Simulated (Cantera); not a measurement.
A closed system holds: 1 mol Fe2O3, 3.1 mol CH4, 5.1 mol N2, equilibrated at 1302 °C and 0.300 bar.

Cantera equilibrium calculation (NASA polynomials, part measured and part estimated; ideal gas, pure solids and liquids). Candidate condensed phases: C, C6H6, C7H8, C8H18, Fe, Fe(CO)5, FeO, Fe(OH)2, Fe(OH)3, Fe2O3, Fe3O4, H2O; 140 gas species. Iron dissolves carbon and melts from about 1420 K in contact with it, which pure phases cannot show. Condensed phases not in the tables: cementite and carbon dissolved in iron. Kinetics and transport are ignored.

Base state: H2 0.433, N2 0.356, CO 0.210, HCN 0.000687, CH4 0.000102, H 4.99e-5, H2O 2.80e-5, HNC 1.46e-5 (mole fractions); condensed: C(graphite) + Fe(γ).

Problem. What changes in the equilibrium state with this change: CH4 from 3.1 to 0.55 mol?

Solution. 
```
species             before    after
----------------  --------  -------
N2                   0.356    0.756
H2                   0.433    0.108
CO                   0.210   0.0694
CO2                4.67e-6   0.0121
H2O                2.80e-5   0.0546
CH4               0.000102    <1e-9
HCN               0.000687  2.12e-8
C(graphite), mol    0.0887        0
Fe(γ), mol            2.00        0
FeO(s), mol              0     2.00
```
The tables' stoichiometric FeO is somewhat more stable than real wüstite, so its field is too wide. FeO: taken at fixed stoichiometry.

Problem. What changes in the equilibrium state with this change: temperature from 1302 °C to 675 °C?

Solution. 
| species | before | after |
|---|---|---|
| H2 | 0.433 | 0.415 |
| N2 | 0.356 | 0.372 |
| CO | 0.210 | 0.169 |
| H2O | 2.80e-5 | 0.0203 |
| CO2 | 4.67e-6 | 0.0149 |
| H | 4.99e-5 | <1e-9 |
| HNC | 1.46e-5 | <1e-9 |
| C(graphite), mol | 0.0887 | 0.461 |
| Fe(γ), mol | 2.00 | 0 |
| Fe(α), mol | 0 | 2.00 |
